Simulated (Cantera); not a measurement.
# Pyrogenic steam for wet oxidation

A perfectly stirred reactor is fed with 32.5 % H₂, 40.2 % O₂, 27.3 % N₂, at 0.220 bar; it is held at 1175 K, and followed from long to short residence time.

Cantera simulation using the H2/O2 subset of GRI-Mech 3.0, which has no nitrogen chemistry; the numbers are that mechanism's predictions, not measurements. The temperature is held fixed by assumption; the heat of reaction is taken as removed at once.

```tsv
τ (s)	x H₂	x O₂	x O	x H	x H₂O₂	x OH	x H₂O
21	3.93e-5	0.285	5.83e-6	2.69e-7	2.96e-7	0.000115	0.388
4.4	0.000112	0.285	1.73e-5	1.30e-6	6.25e-7	0.000191	0.388
0.92	0.000321	0.285	5.21e-5	6.29e-6	1.25e-6	0.000316	0.388
0.19	0.000913	0.285	0.000158	3.06e-5	2.41e-6	0.000530	0.387
0.041	0.00242	0.286	0.000452	0.000142	4.15e-6	0.000904	0.385
0.0086	0.00616	0.286	0.00126	0.000670	6.33e-6	0.00163	0.379
0.0018	0.0149	0.288	0.00330	0.00310	8.50e-6	0.00302	0.366
0.00038	0.0345	0.291	0.00800	0.0133	9.67e-6	0.00547	0.332
```
x: mole fraction; the columns are a selection and need not sum to one.
